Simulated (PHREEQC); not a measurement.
Dissolve 15 mmol/kgw BaCl2 and 8.4 mmol/kgw Ca(NO3)2 at 25 °C. Closed to the air; pH follows from the charge balance.

The numbers come from PHREEQC with the ion-association model, phreeqc.dat.

No solid was allowed to form.

Task: Estimate the specific conductance, density.

Result: specific conductance 5090 µS/cm; density 1.001 g/cm³.
